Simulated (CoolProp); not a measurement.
A Linde-Hampson liquefier for carbon monoxide: isothermal reversible compression at 300 K from 1 atm to 5 MPa, throttling to 1 atm, return gas leaving the recuperator 2 K below the feed. Each further row changes one setting.

Computed with CoolProp (reference Helmholtz-energy equation of state, Lemmon 2006). It is a short technical equation, of lower accuracy than the large ones.

```tsv
case	liquid yield per pass	compression work (kJ/kg of gas)
as stated	[?]	346
high pressure 10 MPa	0.046	[?]
warm-end temperature 330 K	[?]	[?]
warm-end gap 7 K	0.011	346
```

Problem. What belongs in the gaps?

Solution. 
- as stated, liquid yield per pass: 0.023
- high pressure 10 MPa, compression work (kJ/kg of gas): 407
- warm-end temperature 330 K, liquid yield per pass: 0.016
- warm-end temperature 330 K, compression work (kJ/kg of gas): 382
